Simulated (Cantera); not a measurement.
Mixture: CH4 : O2 : N2 = 1 : 1.67 : 6.27 (molar parts), equivalence ratio 1.2, at 100000 Pa, adiabatic and at constant pressure. Ignition delay is the time to a rise of 400 K.

Model: GRI-Mech 3.0 (53 species, 325 reactions), integrated in Cantera.

Problem. Predict: delay at 1250 K; delay at 1400 K; delay at 1550 K; delay at 1700 K; apparent activation energy between 1625 and 1775 K.

Solution. 
- delay at 1250 K: 25.2 ms
- delay at 1400 K: 3.77 ms
- delay at 1550 K: 0.772 ms
- delay at 1700 K: 0.221 ms
- apparent activation energy between 1625 and 1775 K: 180 kJ/mol
